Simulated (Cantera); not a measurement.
Mixture: CH4 : CO : O2 : N2 : CO2 : H2 = 1 : 0.08 : 2.04 : 6.73 : 0.24 : 0.2 (molar parts), at 8.88 atm, adiabatic and at constant pressure. Ignition delay is the time to a rise of 400 K.

Detailed kinetics in Cantera: GRI-Mech 3.0 (53 species, 325 reactions).

Predict: delay at 1123 K; delay at 1223 K; delay at 1323 K; delay at 1423 K; delay at 1523 K; delay at 1623 K; delay at 1723 K; apparent activation energy between 1523 and 1723 K.


| Property | Result |
|---|---|
| delay at 1123 K | 1.97 ms |
| delay at 1223 K | 0.755 ms |
| delay at 1323 K | 0.338 ms |
| delay at 1423 K | 0.155 ms |
| delay at 1523 K | 72.7 µs |
| delay at 1623 K | 35.5 µs |
| delay at 1723 K | 18.3 µs |
| apparent activation energy between 1523 and 1723 K | 150 kJ/mol |
